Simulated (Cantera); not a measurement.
Gas mixture: 100 % CH4, at 2670 Pa, frozen composition.

Cantera's kinetic-theory transport with the Lennard-Jones parameters of GRI-Mech 3.0, ideal gas; thermal conductivity in the multicomponent form. The composition is frozen, though it would react at the higher temperatures.

D: mixture-averaged diffusion coefficient of that species in the mixture.

```csv
T (K),ρ (kg/m³),cp (J/kg/K),μ (µPa s),λ (mW/m/K),Pr,D (cm²/s) C2H2,D (cm²/s) H2O,D (cm²/s) OH
400,0.0129,…,14.4,50.8,0.718,11.4,15.1,20.8
600,0.00857,…,19.5,88.4,0.725,23.4,32.8,41.6
800,0.00643,…,23.8,130,0.728,38.5,55.4,67.6
1000,0.00514,…,27.7,174,0.730,56.3,82.5,98.3
1200,0.00429,5074,31.2,217,0.730,76.7,114,133
1400,0.00367,5468,34.5,259,0.730,99.3,148,172
1600,0.00322,5787,37.7,299,0.730,124,186,215
1800,0.00286,6047,40.7,337,0.730,151,228,261
2000,0.00257,6260,43.6,373,0.730,180,272,311
```

**Question.** Some entries are withheld; supply them.

**Answer.** 
- 400, cp (J/kg/K): 2526
- 600, cp (J/kg/K): 3287
- 800, cp (J/kg/K): 3989
- 1000, cp (J/kg/K): 4589
